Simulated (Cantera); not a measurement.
What does this Cantera script print?

```python
import numpy as np
import cantera as ct

gas_names = """
    H H2 H2S N NH NH2 NH3 N2 N2H2 N2H4 Pb PbS Pb2 S SH SN S2 S8
""".split()
cond_names = """
    Pb(cr) Pb(L) PbS(s) PbS(L) S(cr1) S(cr2) S(L)
""".split()


# ... load() reads the species with a 1 bar reference pressure and builds the phases ...
atoms = {
    'PbS': {'Pb': 1, 'S': 1},
    'H2': {'H': 2},
    'N2': {'N': 2},
}
top_T = {}  # K; cautious upper limits of use, not melting points


# ... equilibrate(T, P, feed) seeds the gas with the atoms and calls Mixture.equilibrate('TP', solver="vcs", rtol=1e-11, max_steps=5000) ...
results = []
feed = {'PbS': 1, 'H2': 110, 'N2': 4.4}  # mol
P = 101325  # Pa
for T in [873, 973, 1073, 1173, 1273, 1373, 1473, 1573, 1673, 1773, 1873, 1973]:
    mix = equilibrate(T, P, feed)
    results.append((T, P, feed, dict(zip(mix.species_names, mix.species_moles))))
    x = sorted(zip(gas.X, gas.species_names), reverse=True)
    print(f"T = {T:g} K  P = {P:g} Pa  gas = {mix.phase_moles(0):.4g} mol")
    print("   x: " + "  ".join(f"{s} {v:.3e}" for v, s in x if v > 0.001))
    print("   condensed (mol): " + ("  ".join(f"{mix.phase(i).name} {mix.phase_moles(i):.4g}"
          for i in range(1, mix.n_phases) if mix.phase_moles(i) > 1e-12) or "none"))
```

Result:

```
T = 873 K  P = 101325 Pa  gas = 114.4 mol
   x: H2 9.568e-01  N2 3.833e-02  H2S 4.537e-03
   condensed (mol): Pb(L) 0.5188  PbS(s) 0.4809
T = 973 K  P = 101325 Pa  gas = 114.4 mol
   x: H2 9.527e-01  N2 3.840e-02  H2S 8.714e-03
   condensed (mol): Pb(L) 0.9958
T = 1073 K  P = 101325 Pa  gas = 114.4 mol
   x: H2 9.527e-01  N2 3.842e-02  H2S 8.592e-03
   condensed (mol): Pb(L) 0.9748
T = 1173 K  P = 101325 Pa  gas = 114.5 mol
   x: H2 9.524e-01  N2 3.841e-02  H2S 8.172e-03
   condensed (mol): Pb(L) 0.8882
T = 1273 K  P = 101325 Pa  gas = 114.8 mol
   x: H2 9.511e-01  N2 3.832e-02  H2S 7.148e-03  Pb 1.812e-03  PbS 1.560e-03
   condensed (mol): Pb(L) 0.6129
T = 1373 K  P = 101325 Pa  gas = 115.4 mol
   x: H2 9.475e-01  N2 3.812e-02  Pb 5.682e-03  H2S 5.675e-03  PbS 2.982e-03
   condensed (mol): none
T = 1473 K  P = 101325 Pa  gas = 115.4 mol
   x: H2 9.472e-01  N2 3.812e-02  Pb 6.019e-03  H2S 5.995e-03  PbS 2.645e-03
   condensed (mol): none
T = 1573 K  P = 101325 Pa  gas = 115.4 mol
   x: H2 9.469e-01  N2 3.812e-02  Pb 6.310e-03  H2S 6.245e-03  PbS 2.354e-03
   condensed (mol): none
T = 1673 K  P = 101325 Pa  gas = 115.4 mol
   x: H2 9.465e-01  N2 3.812e-02  Pb 6.564e-03  H2S 6.419e-03  PbS 2.099e-03
   condensed (mol): none
T = 1773 K  P = 101325 Pa  gas = 115.4 mol
   x: H2 9.462e-01  N2 3.811e-02  Pb 6.793e-03  H2S 6.498e-03  PbS 1.869e-03
   condensed (mol): none
T = 1873 K  P = 101325 Pa  gas = 115.5 mol
   x: H2 9.457e-01  N2 3.810e-02  Pb 7.006e-03  H2S 6.461e-03  PbS 1.654e-03
   condensed (mol): none
T = 1973 K  P = 101325 Pa  gas = 115.5 mol
   x: H2 9.449e-01  N2 3.808e-02  Pb 7.208e-03  H2S 6.285e-03  PbS 1.448e-03  H 1.303e-03
   condensed (mol): none
```

These are equilibrium values from Cantera (NASA tables, ideal gas, pure condensed phases), not measurements of a reactor. Gases not in the tables: S3 to S7.
